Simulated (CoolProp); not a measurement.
Vapour pressure (kPa) of sulfur hexafluoride: the reference equation beside estimates from Tc = 45.6 °C, pc = 3755 kPa, ω = 0.210. Clausius-Clapeyron is anchored at -11.95 °C with a constant enthalpy of vaporisation of 13.42 kJ/mol.

Model: reference Helmholtz-energy equation of state, Guder 2009, in CoolProp.

| T (°C) | reference | Lee-Kesler | Clausius-Clapeyron | van der Waals | Redlich-Kwong | Soave-Redlich-Kwong | Peng-Robinson |
|---|---|---|---|---|---|---|---|
| -37.25 | 378.4 | 385.6 | 456.9 | (withheld) | 516.7 | 385.8 | 382.7 |
| -30.95 | 476.1 | 484.8 | 545.9 | 1130 | 633.2 | 485.7 | 480.8 |
| -24.55 | 593.6 | 603.7 | (withheld) | 1279 | 769.1 | 605.7 | 598.9 |
| -18.25 | 729.1 | 740.3 | 760.8 | (withheld) | (withheld) | 744.1 | 735.2 |
| -11.95 | 886.4 | 898.3 | 886.4 | 1608 | 1093 | 904.7 | 893.4 |
| -5.65 | (withheld) | 1080 | 1025 | 1790 | 1286 | 1089 | (withheld) |
| 0.65 | (withheld) | 1286 | 1178 | 1985 | 1501 | 1300 | 1284 |
| 6.95 | 1510 | 1521 | 1345 | 2193 | 1739 | 1540 | (withheld) |

Complete the blanks.


- -37.25, van der Waals: 994.5
- -24.55, Clausius-Clapeyron: 648.1
- -18.25, van der Waals: 1437
- -18.25, Redlich-Kwong: 921.5
- -5.65, reference: 1067
- -5.65, Peng-Robinson: 1076
- 0.65, reference: 1274
- 6.95, Peng-Robinson: 1522

Absolute difference from the reference over all 8 rows, mean and median: Lee-Kesler 1.4 and 1.4 %, Clausius-Clapeyron 8.9 and 8.4 %, van der Waals 95.4 and 89.3 %, Redlich-Kwong 25.3 and 24.8 %, Soave-Redlich-Kwong 2.0 and 2.0 %, Peng-Robinson 0.9 and 0.8 %.
